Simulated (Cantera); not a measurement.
## Thermodynamics of roasting and sulfation, feed FeS + O₂ + H₂O

A closed system holds: 1 mol FeS, 5.1 mol O₂, 6 mol H₂O, equilibrated at 3.50 bar.

Method: chemical equilibrium by Gibbs-energy minimisation in Cantera with the NASA 1993 tables (ideal gas, pure condensed phases). Candidate condensed phases: Fe, FeO, Fe(OH)₂, Fe(OH)₃, FeS, FeSO₄, FeS₂, Fe₂O₃, Fe₂(SO₄)₃, Fe₃O₄, H₂O, H₂SO₄, S; 22 gas species. Rates play no part.

From 798 K to 898 K the condensed part is Fe₂O₃(s) + Fe₂(SO₄)₃(s). From 998 K to 1698 K the condensed part is Fe₂O₃(s). At 1798 K the condensed part is Fe₃O₄(s).

```json
[
 {"T (K)": "798", "x H₂O": "0.678", "x O₂": "0.322", "x SO₂": "8.30e-6", "x SO₃": "0.000315", "x OH": "1.74e-9", "x H₂SO₄": "5.16e-5", "x O": "<1e-12", "n Fe₂O₃(s)": "0.168", "n Fe₂(SO₄)₃(s)": "0.332", "n Fe₃O₄(s)": "0"},
 {"T (K)": "898", "x H₂O": "0.672", "x O₂": "0.320", "x SO₂": "0.00100", "x SO₃": "0.00730", "x OH": "2.63e-8", "x H₂SO₄": "0.000253", "x O": "1.51e-12", "n Fe₂O₃(s)": "0.192", "n Fe₂(SO₄)₃(s)": "0.308", "n Fe₃O₄(s)": "0"},
 {"T (K)": "998", "x H₂O": "0.598", "x O₂": "0.302", "x SO₂": "0.0342", "x SO₃": "0.0650", "x OH": "2.16e-7", "x H₂SO₄": "0.000596", "x O": "4.34e-11", "n Fe₂O₃(s)": "0.500", "n Fe₂(SO₄)₃(s)": "0", "n Fe₃O₄(s)": "0"},
 {"T (K)": "1098", "x H₂O": "0.591", "x O₂": "0.310", "x SO₂": "0.0592", "x SO₃": "0.0392", "x OH": "1.29e-6", "x H₂SO₄": "0.000134", "x O": "7.07e-10", "n Fe₂O₃(s)": "0.500", "n Fe₂(SO₄)₃(s)": "0", "n Fe₃O₄(s)": "0"},
 {"T (K)": "1198", "x H₂O": "0.586", "x O₂": "0.317", "x SO₂": "0.0766", "x SO₃": "0.0211", "x OH": "5.71e-6", "x H₂SO₄": "3.20e-5", "x O": "7.22e-9", "n Fe₂O₃(s)": "0.500", "n Fe₂(SO₄)₃(s)": "0", "n Fe₃O₄(s)": "0"},
 {"T (K)": "1298", "x H₂O": "0.583", "x O₂": "0.320", "x SO₂": "0.0859", "x SO₃": "0.0113", "x OH": "2.01e-5", "x H₂SO₄": "8.76e-6", "x O": "5.16e-8", "n Fe₂O₃(s)": "0.500", "n Fe₂(SO₄)₃(s)": "0", "n Fe₃O₄(s)": "0"},
 {"T (K)": "1398", "x H₂O": "0.581", "x O₂": "0.322", "x SO₂": "0.0906", "x SO₃": "0.00629", "x OH": "5.92e-5", "x H₂SO₄": "2.80e-6", "x O": "2.78e-7", "n Fe₂O₃(s)": "0.500", "n Fe₂(SO₄)₃(s)": "0", "n Fe₃O₄(s)": "0"},
 {"T (K)": "1498", "x H₂O": "0.581", "x O₂": "0.322", "x SO₂": "0.0931", "x SO₃": "0.00373", "x OH": "0.000151", "x H₂SO₄": "1.03e-6", "x O": "1.20e-6", "n Fe₂O₃(s)": "0.500", "n Fe₂(SO₄)₃(s)": "0", "n Fe₃O₄(s)": "0"},
 {"T (K)": "1598", "x H₂O": "0.580", "x O₂": "0.323", "x SO₂": "0.0944", "x SO₃": "0.00235", "x OH": "0.000342", "x H₂SO₄": "4.31e-7", "x O": "4.30e-6", "n Fe₂O₃(s)": "0.500", "n Fe₂(SO₄)₃(s)": "0", "n Fe₃O₄(s)": "0"},
 {"T (K)": "1698", "x H₂O": "0.580", "x O₂": "0.323", "x SO₂": "0.0951", "x SO₃": "0.00155", "x OH": "0.000703", "x H₂SO₄": "2.00e-7", "x O": "1.33e-5", "n Fe₂O₃(s)": "0.500", "n Fe₂(SO₄)₃(s)": "0", "n Fe₃O₄(s)": "0"},
 {"T (K)": "1798", "x H₂O": "0.574", "x O₂": "0.328", "x SO₂": "0.0948", "x SO₃": "0.00108", "x OH": "0.00134", "x H₂SO₄": "1.01e-7", "x O": "3.66e-5", "n Fe₂O₃(s)": "0", "n Fe₂(SO₄)₃(s)": "0", "n Fe₃O₄(s)": "0.333"}
]
```
x: gas mole fraction; n: condensed amount in mol.
